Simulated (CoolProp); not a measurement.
CF4 (R14) at 293.15 K and 0.293 MPa is throttled through a valve to 0.0837 MPa with no heat exchange. Each further row changes one setting.

Values from CoolProp's reference Helmholtz-energy equation of state, Platzer 1990. This equation is an older, rougher fit.

```json
[
 {"case": "as stated", "temperature change (K)": "-1.2", "final density (kg/m³)": "___"},
 {"case": "outlet pressure 0.0251 MPa", "temperature change (K)": "___", "final density (kg/m³)": "0.912"},
 {"case": "outlet pressure 0.109 MPa", "temperature change (K)": "___", "final density (kg/m³)": "___"}
]
```

**Question.** Complete the blanks.

**Answer.** 
- as stated, final density (kg/m³): 3.04
- outlet pressure 0.0251 MPa, temperature change (K): -1.5
- outlet pressure 0.109 MPa, temperature change (K): -1.1
- outlet pressure 0.109 MPa, final density (kg/m³): 3.97
